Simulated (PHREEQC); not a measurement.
A solution holds 12 mmol/kgw HBr and 19 mmol/kgw AlCl3, at 60 °C. Closed to the air; pH follows from the charge balance.

Equilibrium calculation in PHREEQC: ion-association model, phreeqc.dat.

Precipitation was switched off in this run.

What pH, density, specific conductance does the model give?

pH 2.01; density 0.986 g/cm³; specific conductance 18300 µS/cm.

Constants without temperature data keep their 25 °C values here.
